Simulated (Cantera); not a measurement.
Input: 1 mol Si, 0.64 mol NF3, 4.2 mol SF6, at 675 K and 1330 Pa.

Method: chemical equilibrium by Gibbs-energy minimisation in Cantera with the NASA 1993 tables (ideal gas, pure condensed phases). Candidate condensed phases: S, Si, Si3N4; 29 gas species. The tables' values for S2F2 (SSF2), SF3 are old estimates; treat these amounts as uncertain. Rates play no part.

Base state: SF6 0.575, SF4 0.186, SiF4 0.181, N2 0.0580, S2F2 (SSF2) 0.000580, SF3 4.22e-5, SF2 2.08e-5 (mole fractions); condensed: gas only.

Task: What changes in the equilibrium state with this change: temperature from 675 K to 1548.15 K?

Result: 
```tsv
species	before	after
F	<1e-9	0.505
SF4	0.186	0.330
SiF4	0.181	0.0897
SF6	0.575	0.0362
N2	0.0580	0.0287
S2F2 (SSF2)	0.000580	<1e-9
F2	<1e-9	0.000301
```
The tables' values for SF3, SF5 are old estimates; treat these amounts as uncertain.
